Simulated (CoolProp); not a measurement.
Ethane at 306.69 K and 2.02 MPa is throttled through a valve to 1.33 MPa with no heat exchange. Each further row changes one setting.

Values from CoolProp's reference Helmholtz-energy equation of state, Bücker 2006.

```csv
case,temperature change (K),final density (kg/m³)
as stated,(withheld),(withheld)
outlet pressure 0.399 MPa,(withheld),(withheld)
outlet pressure 1.73 MPa,(withheld),(withheld)
```

What belongs in the gaps?


- as stated, temperature change (K): -8.0
- as stated, final density (kg/m³): 18.0
- outlet pressure 0.399 MPa, temperature change (K): -19.2
- outlet pressure 0.399 MPa, final density (kg/m³): 5.20
- outlet pressure 1.73 MPa, temperature change (K): -3.3
- outlet pressure 1.73 MPa, final density (kg/m³): 23.8
